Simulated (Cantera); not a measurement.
An isothermal, constant-pressure homogeneous reactor starts with 60.9 % N₂O, 39.0 % N₂, 0.122 % H₂O, at 1175 K and 0.220 bar.

Detailed kinetics in Cantera: GRI-Mech 3.0 (53 species, 325 reactions). GRI-Mech 3.0 was tuned for natural gas; its chemistry of N2O as a main component is partial and can be far from experiment. The mechanism lacks the step 2 NO + O2 → 2 NO2, which can matter for NO2 below about 1400 K. The temperature is held fixed by assumption; the heat of reaction is taken as removed at once.

Problem. Predict: x(N₂O) at 100 s; x(N₂) at 100 s; x(NO) at 100 s; x(O₂) at 100 s; x(NO₂) at 100 s; x(O) at 100 s.

Solution. 
```
Property                                            Value
---------------  ----------------------------------------
x(N₂O) at 100 s   0.00164 (gas-phase equilibrium 5.53e-9)
x(N₂) at 100 s        0.746 (gas-phase equilibrium 0.766)
x(NO) at 100 s    0.0369 (gas-phase equilibrium 0.000168)
x(O₂) at 100 s        0.214 (gas-phase equilibrium 0.233)
x(NO₂) at 100 s  0.000183 (gas-phase equilibrium 1.58e-6)
x(O) at 100 s     4.41e-8 (gas-phase equilibrium 1.51e-8)
```
